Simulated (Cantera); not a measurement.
An isothermal, constant-pressure homogeneous reactor starts with H2 : O2 = 0.04 : 1 (molar parts), at 1423 K and 14.3 Torr.

Model: the H2/O2 subset of GRI-Mech 3.0, which has no nitrogen chemistry, integrated in Cantera. Radical loss at walls, strong at low pressure, is not modelled. The temperature is held fixed by assumption; the heat of reaction is taken as removed at once.

x: mole fraction; the columns are a selection and need not sum to one.

| t (s) | x H2 | x O2 | x HO2 | x OH | x H | x H2O2 |
|---|---|---|---|---|---|---|
| 2.00e-5 | 0.0385 | 0.962 | 3.37e-8 | 1.58e-8 | 1.99e-8 | 7.84e-12 |
| 7.29e-5 | 0.0385 | 0.962 | 1.23e-7 | 1.26e-7 | 6.17e-8 | 1.01e-10 |
| 0.000265 | 0.0385 | 0.962 | 4.49e-7 | 3.39e-6 | 1.25e-6 | 1.22e-9 |
| 0.000967 | 0.00837 | 0.936 | 2.39e-6 | 0.00826 | 0.00452 | 1.08e-7 |
| 0.00352 | ? | 0.929 | 1.95e-6 | 0.00485 | ? | 5.14e-8 |
| 0.0128 | 0.000434 | 0.933 | 1.85e-6 | 0.00452 | 0.00259 | 4.97e-8 |
| 0.0468 | 0.000269 | 0.944 | 1.51e-6 | 0.00358 | 0.00122 | 4.32e-8 |
| 0.170 | 7.89e-5 | 0.956 | 7.85e-7 | 0.00195 | 0.000185 | 2.65e-8 |
| 0.620 | 1.10e-5 | 0.960 | 2.08e-7 | 0.000731 | 9.50e-6 | 9.52e-9 |
| 2.26 | 1.35e-6 | 0.961 | 6.24e-8 | 0.000256 | 4.07e-7 | 2.45e-9 |
| 8.23 | ? | 0.961 | ? | ? | ? | 8.24e-10 |
| 30.0 | 1.87e-7 | 0.961 | 7.90e-8 | 9.55e-5 | 2.10e-8 | 6.88e-10 |

Task: What belongs in the gaps?

Result: 
- 0.00352, x H2: 0.000502
- 0.00352, x H: 0.00328
- 8.23, x H2: 2.65e-7
- 8.23, x HO2: 7.00e-8
- 8.23, x OH: 0.000114
- 8.23, x H: 3.55e-8
